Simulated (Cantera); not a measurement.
Input: 1 mol Si, 2.6 mol Cl₂, 0.74 mol N₂, held at 1250 K and 1.33 mbar.

Equilibrium computed with Cantera from the NASA thermochemical tables; the gas is ideal and each condensed phase is pure. Candidate condensed phases: Si, Si₃N₄; 13 gas species. The tables' values for SiCl₃ are old estimates; treat these amounts as uncertain. The numbers say what is thermodynamically allowed, not how fast it happens.

Base state: SiCl₄ 0.407, N₂ 0.301, Cl₂ 0.197, Cl 0.0948, SiCl₃ 1.07e-5 (mole fractions); condensed: gas only.

Question: What changes in the equilibrium state with this change: 0.0037 mol HF added?

Answer: 
| species | before | after |
|---|---|---|
| SiCl₄ | 0.407 | 0.406 |
| N₂ | 0.301 | 0.301 |
| Cl₂ | 0.197 | 0.197 |
| HCl | 0 | 0.00150 |
| Cl | 0.0948 | 0.0947 |
| SiF₄ | 0 | 0.000376 |
| SiCl₃ | 1.07e-5 | 1.07e-5 |
Further candidate phases: NH₄Cl.

Question: What changes in the equilibrium state with this change: pressure from 1.33 mbar to 13.3 mbar?

Answer: 
```
species   before    after
-------  -------  -------
SiCl₄      0.407    0.420
N₂         0.301    0.311
Cl₂        0.197    0.236
Cl        0.0948   0.0328
SiCl₃    1.07e-5  3.18e-6
```
